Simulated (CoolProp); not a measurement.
Properties of n-butane along the isobar 101 kPa.

Computed with CoolProp (reference Helmholtz-energy equation of state, Bücker 2006).

```csv
T (K),phase,density (kg/m³),cv (kJ/(kg K)),Joule-Thomson coefficient (K/MPa),conductivity (mW/(m K)),Prandtl number,fugacity coefficient
339,gas,2.124,1.741,16.53,20.9,0.766,0.9811
345.2,gas,2.083,1.768,15.59,21.6,0.765,0.9822
351.3,gas,2.045,1.795,14.74,22.3,0.764,0.9832
357.4,gas,2.008,1.822,13.95,23.0,0.763,0.9841
363.5,gas,1.972,1.849,13.22,23.7,0.762,0.9850
369.7,gas,1.938,1.876,12.54,24.4,0.761,0.9858
375.8,gas,1.905,1.902,11.91,25.2,0.760,0.9865
381.9,gas,1.873,1.929,11.33,26.0,0.759,0.9872
388,gas,1.842,1.956,10.78,26.7,0.758,0.9879
394.2,gas,1.812,1.983,10.27,27.5,0.757,0.9885
400.3,gas,1.783,2.009,9.798,28.3,0.756,0.9891
406.4,gas,1.756,2.035,9.357,29.1,0.754,0.9896
412.6,gas,1.728,2.062,8.937,30.0,0.753,0.9902
```

Viscosity comes from a separate model (Vogel 1999). Thermal conductivity comes from a separate model (Perkins 2002).
